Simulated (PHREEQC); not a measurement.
2.6 g of hydrous ferric oxide (600 m²/g; 0.2 weak and 0.005 strong sites per Fe, Dzombak-Morel constants, diffuse double layer) in 1 kg of water with 0.01 mol/kgw of an inert sodium salt and 2.1e-05 mol/kgw Na2SO4 and 0.0011 mol/kgw ZnCl2, at 25 °C; the pH is set by adding NaOH or the inert anion's acid. O2 is buffered at 0.21 atm. No CO2 enters from the air. Nothing may precipitate in this run.

Computed with PHREEQC (ion-association model, wateq4f.dat).

| pH | S sorbed (%) | Zn sorbed (%) | surface charge σ (C/m²) | surface potential ψ (mV) |
|---|---|---|---|---|
| 4 | 100.0 | 0.3 | 0.235 | 179 |
| 4.5 | 100.0 | 2.0 | 0.177 | 165 |
| 5 | 99.9 | 7.8 | 0.126 | 149 |
| 5.5 | 99.8 | 16.0 | 0.087 | 131 |
| 6 | 99.1 | 35.0 | 0.059 | 113 |
| 6.5 | 96.7 | 70.5 | 0.041 | 97 |
| 7 | 86.2 | 93.3 | 0.028 | 78 |
| 7.5 | 48.4 | 99.0 | 0.016 | 54 |
| 8 | 10.7 | 99.9 | 0.007 | 28 |
| 8.5 | 1.4 | 100.0 | 0.000 | 1 |
| 9 | 0.2 | 100.0 | -0.007 | -26 |
| 9.5 | 0.0 | 100.0 | -0.016 | -53 |
| 10 | 0.0 | 100.0 | -0.029 | -79 |
| 10.5 | 0.0 | 100.0 | -0.048 | -102 |
| 11 | 0.0 | 100.0 | -0.076 | -123 |
| 11.5 | 0.0 | 99.8 | -0.115 | -140 |
| 12 | 0.0 | 98.4 | -0.169 | -149 |
